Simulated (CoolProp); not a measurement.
Model: reference Helmholtz-energy equation of state, Lemmon 2006, in CoolProp. It is a short technical equation, of lower accuracy than the large ones.

Q: For n-decane, give the phase and the cv (kJ/(kg K)), Joule-Thomson coefficient (K/MPa), isothermal compressibility (1/MPa), viscosity (µPa s) at 490 K and 635 kPa; 402.2 K and 3880 kPa; 360.1 K and 10.7 kPa.

A: 
- 490 K and 635 kPa: liquid; cv 2.53, Joule-Thomson coefficient -0.0474, isothermal compressibility 0.00654, viscosity 152
- 402.2 K and 3880 kPa: liquid; cv 2.20, Joule-Thomson coefficient -0.299, isothermal compressibility 0.00229, viscosity 299
- 360.1 K and 10.7 kPa: liquid; cv 2.02, Joule-Thomson coefficient -0.348, isothermal compressibility 0.00178, viscosity 410

Viscosity comes from a separate model (Huber 2004).
